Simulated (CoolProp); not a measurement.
Dodecamethylpentasiloxane (MD3M) at several states: fugacity coefficient from the reference equation and from simpler models built on Tc = 628.0 K, pc = 9.540 bar, ω = 0.730; each cubic takes its own stable root.

Model: reference Helmholtz-energy equation of state, Thol 2019, in CoolProp.

```tsv
T (K)	p (bar)	phase	reference	van der Waals	Soave-Redlich-Kwong	Peng-Robinson
279.2	0.443	liquid	2.206e-5	0.2554	3.102e-5	4.592e-5
596.9	52	liquid	0.1579	0.2770	0.1787	0.1608
210.7	1.58	liquid	1.437e-10	0.006688	4.787e-10	1.123e-9
433.1	14.8	liquid	0.01165	0.1454	0.01209	0.01234
276.9	36.4	liquid	4.083e-7	0.01011	6.644e-7	9.125e-7
334.3	3.05	liquid	0.0004019	0.1349	0.0004488	0.0005478
```
